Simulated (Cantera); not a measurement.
## Adiabatic ignition

An adiabatic, constant-volume homogeneous reactor starts with 6.98 % CO, 0.223 % H₂, 8.03 % O₂, 62.4 % N₂, 22.3 % CO₂, at 1775 K and 1.01 bar.

Computed with Cantera and GRI-Mech 3.0 (53 species, 325 reactions).

| t (s) | T (K) | P (bar) | x CO | x H₂ | x O₂ | x O | x NO |
|---|---|---|---|---|---|---|---|
| 4.00e-6 | 1775 | 1.01 | 0.0698 | 0.00223 | 0.0803 | 5.44e-7 | <1e-12 |
| 8.23e-6 | 1775 | 1.01 | 0.0698 | 0.00223 | 0.0803 | 1.32e-6 | 2.18e-12 |
| 1.69e-5 | 1775 | 1.01 | 0.0698 | 0.00223 | 0.0803 | 4.89e-6 | 1.34e-11 |
| 3.48e-5 | 1775 | 1.01 | 0.0698 | 0.00219 | 0.0802 | 5.31e-5 | 1.85e-10 |
| 7.16e-5 | 1777 | 1.01 | 0.0677 | 0.000599 | 0.0771 | 0.00246 | 2.37e-8 |
| 0.000147 | 1797 | 1.02 | 0.0614 | 6.25e-5 | 0.0715 | 0.00708 | 6.83e-7 |
| 0.000303 | 1840 | 1.05 | 0.0555 | 6.85e-5 | 0.0682 | 0.00789 | 3.93e-6 |
| 0.000624 | 1909 | 1.08 | 0.0488 | 6.14e-5 | 0.0657 | 0.00643 | 1.25e-5 |
| 0.00128 | 1997 | 1.12 | 0.0400 | 5.02e-5 | 0.0624 | 0.00462 | 3.38e-5 |
| 0.00264 | 2089 | 1.17 | 0.0302 | 3.74e-5 | 0.0585 | 0.00300 | 8.87e-5 |
| 0.00543 | 2171 | 1.21 | 0.0210 | 2.58e-5 | 0.0547 | 0.00182 | 0.000219 |
| 0.0112 | 2228 | 1.24 | 0.0142 | 1.75e-5 | 0.0517 | 0.00111 | 0.000478 |
| 0.0230 | 2254 | 1.25 | 0.0111 | 1.37e-5 | 0.0501 | 0.000828 | 0.000938 |
| 0.0473 | 2257 | 1.25 | 0.0105 | 1.30e-5 | 0.0495 | 0.000773 | 0.00175 |
| 0.0972 | 2255 | 1.25 | 0.0104 | 1.29e-5 | 0.0488 | 0.000755 | 0.00306 |
| 0.200 | 2251 | 1.25 | 0.0102 | 1.29e-5 | 0.0479 | 0.000735 | 0.00467 |
x: mole fraction; the columns are a selection and need not sum to one.

```
Quantity                                                             Value
---------------------------------  ---------------------------------------
time of steepest temperature rise                                 0.185 ms
temperature at 0.200 s                                              2251 K
equilibrium temperature                                             2249 K
x(CO) at 0.200 s                     0.0102 (gas-phase equilibrium 0.0101)
x(H₂) at 0.200 s                   1.29e-5 (gas-phase equilibrium 1.28e-5)
x(O₂) at 0.200 s                     0.0479 (gas-phase equilibrium 0.0472)
```
